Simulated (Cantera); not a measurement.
An isothermal, constant-pressure homogeneous reactor starts with NH3 : H2 = 1 : 4.5 (molar parts), at 2125 K and 263 Torr.

Computed with Cantera and the gas-phase N/H chemistry of the illustrative SiF4/NH3 mechanism in the Surface Chemkin manual (1991). Walls and surfaces, which speed up NH3 decomposition in real reactors, are not modelled.

One state of this run: x NH3 = 0.0936; x H2 = 0.867; x N2H4 = 1.28e-8; x N2H2 = 7.28e-7; x NH2 = 0.000453; x NH = 1.95e-5; x H = 0.00139. x: mole fraction; the columns are a selection and need not sum to one.

**Question.** Which value of t (s) does it belong to?
A) 2.75e-5
B) 8.41e-5
C) 0.000257
D) 0.0225

**Answer.** D, 0.0225
